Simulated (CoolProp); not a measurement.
Aqueous potassium acetate as a coolant, 44 % by mass, freezing at -50.2 °C, 1 atm.

Computed with CoolProp (Melinder's fits for secondary coolants).

```csv
T (°C),conductivity (W/(m K)),viscosity (mPa s),Prandtl number,cp (kJ/(kg K))
-4.1,0.434,9.49,(withheld),(withheld)
0.7,0.439,7.75,49.6,2.807
5.4,0.444,6.48,41.2,(withheld)
10.2,0.449,5.49,34.6,2.831
14.9,0.453,4.73,29.6,2.843
19.7,0.458,4.11,25.6,2.855
24.5,0.463,3.60,22.3,2.867
29.2,(withheld),3.20,19.7,(withheld)
34,(withheld),2.84,17.4,2.892
```

Task: Fill in the missing entries.

Result: 
- -4.1, Prandtl number: 61.1
- -4.1, cp (kJ/(kg K)): 2.794
- 5.4, cp (kJ/(kg K)): 2.819
- 29.2, conductivity (W/(m K)): 0.468
- 29.2, cp (kJ/(kg K)): 2.879
- 34, conductivity (W/(m K)): 0.473
